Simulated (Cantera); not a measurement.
Input: 1 mol Si2Cl6, 29 mol H2, equilibrated at 923 K and 1.33 mbar.

Method: chemical equilibrium by Gibbs-energy minimisation in Cantera with the NASA 1993 tables (ideal gas, pure condensed phases). Candidate condensed phases: Si; 19 gas species. The feed counts by its element totals alone. The tables' values for SiCl3 are old estimates; treat these amounts as uncertain. Rates play no part.

Base state: H2 0.931, SiCl4 0.0379, HCl 0.0236, SiHCl3 0.00533, SiCl3 0.000899, SiCl2 0.000859, SiH2Cl2 7.34e-5 (mole fractions); condensed: Si(s).

### Question
What changes in the equilibrium state with this change: temperature from 923 K to 1600 K?

### Answer
```tsv
species	before	after
H2	0.931	0.854
HCl	0.0236	0.102
SiCl2	0.000859	0.0421
SiCl4	0.0379	3.15e-6
H	6.47e-9	0.00138
Cl	<1e-9	0.000130
SiCl	<1e-9	9.69e-5
Si(s), mol	0.619	0.637
```
The tables' values for SiCl3, SiCl are old estimates; treat these amounts as uncertain.

### Question
What changes in the equilibrium state with this change: temperature from 923 K to 1598 K?

### Answer
| species | before | after |
|---|---|---|
| H2 | 0.931 | 0.854 |
| HCl | 0.0236 | 0.102 |
| SiCl2 | 0.000859 | 0.0421 |
| SiCl4 | 0.0379 | 3.24e-6 |
| H | 6.47e-9 | 0.00135 |
| Cl | <1e-9 | 0.000128 |
| SiCl | <1e-9 | 9.44e-5 |
| Si | <1e-9 | 7.01e-5 |
| SiHCl3 | 0.00533 | 3.88e-6 |
| Si(s), mol | 0.619 | 0.638 |
The tables' values for SiCl3, SiCl are old estimates; treat these amounts as uncertain.

### Question
What changes in the equilibrium state with this change: pressure from 1.33 mbar to 0.300 bar?

### Answer
```json
[
 {"species": "H2", "before": "0.931", "after": "0.941"},
 {"species": "SiCl4", "before": "0.0379", "after": "0.0331"},
 {"species": "SiHCl3", "before": "0.00533", "after": "0.0188"},
 {"species": "HCl", "before": "0.0236", "after": "0.00592"},
 {"species": "SiH3Cl", "before": "2.50e-7", "after": "1.42e-5"},
 {"species": "SiCl2", "before": "0.000859", "after": "5.35e-5"},
 {"species": "SiH2Cl2", "before": "7.34e-5", "after": "0.00104"},
 {"species": "Si(s), mol", "before": "0.619", "after": "0.384"}
]
```
